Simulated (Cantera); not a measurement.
## Silicon oxide and oxynitride deposition: HMDSO + CO2 + N2 + H2O

Input: 1 mol HMDSO, 0.4 mol CO2, 170 mol N2, 0.2 mol H2O, at 21.8 Torr.

Cantera equilibrium calculation (NASA polynomials, part measured and part estimated; ideal gas, pure solids and liquids). Candidate condensed phases: C, C6H6, C7H8, C8H18, H2O, Si, SiC, SiO2, Si2N2O, Si3N4; 151 gas species. The feed counts by its element totals alone. N2 is the only nitrogen source here; it is nearly inert below about 1500 K, so the nitride shown seldom forms there in practice. Kinetics and transport are ignored.

| T (K) | x N2 | x H2 | x CO | x CH4 | n C(graphite) | n SiO2(α-quartz) | n Si2N2O(s) | n SiO2(β-quartz) | n SiC(s) |
|---|---|---|---|---|---|---|---|---|---|
| 575 | 0.956 | 0.0367 | 4.47e-10 | 0.00759 | 5.06 | 0.667 | 0.667 | 0 | 0 |
| 725 | 0.949 | 0.0508 | 1.11e-6 | 0.000384 | 6.33 | 0.666 | 0.667 | 0 | 0 |
| 875 | 0.948 | 0.0515 | 0.000184 | 3.35e-5 | 6.36 | 0 | 0.678 | 0.645 | 0 |
| 1025 | 0.943 | 0.0513 | 0.00558 | 5.61e-6 | 5.40 | 0 | 1.00 | 0 | 0 |
| 1175 | 0.943 | 0.0513 | 0.00558 | 1.46e-6 | 5.40 | 0 | 1.00 | 0 | 0 |
| 1325 | 0.943 | 0.0513 | 0.00558 | 5.13e-7 | 5.39 | 0 | 1.000 | 0 | 0 |
| 1475 | 0.943 | 0.0512 | 0.00558 | 2.21e-7 | 5.36 | 0 | 1.000 | 0 | 0 |
| 1625 | 0.938 | 0.0505 | 0.0110 | 1.09e-7 | 2.32 | 0 | 0 | 0 | 1.99 |
| 1775 | 0.937 | 0.0500 | 0.0110 | 6.06e-8 | 2.20 | 0 | 0 | 0 | 1.99 |
| 1925 | 0.936 | 0.0489 | 0.0109 | 3.62e-8 | 1.99 | 0 | 0 | 0 | 1.98 |
| 2075 | 0.934 | 0.0467 | 0.0109 | 2.22e-8 | 1.68 | 0 | 0 | 0 | 1.92 |
x: gas mole fraction; n: condensed amount in mol.

From 575 K to 725 K the condensed part is C(graphite) + SiO2(α-quartz) + Si2N2O(s). At 875 K the condensed part is C(graphite) + SiO2(β-quartz) + Si2N2O(s). From 1025 K to 1475 K the condensed part is C(graphite) + Si2N2O(s). From 1625 K to 2075 K the condensed part is C(graphite) + SiC(s).
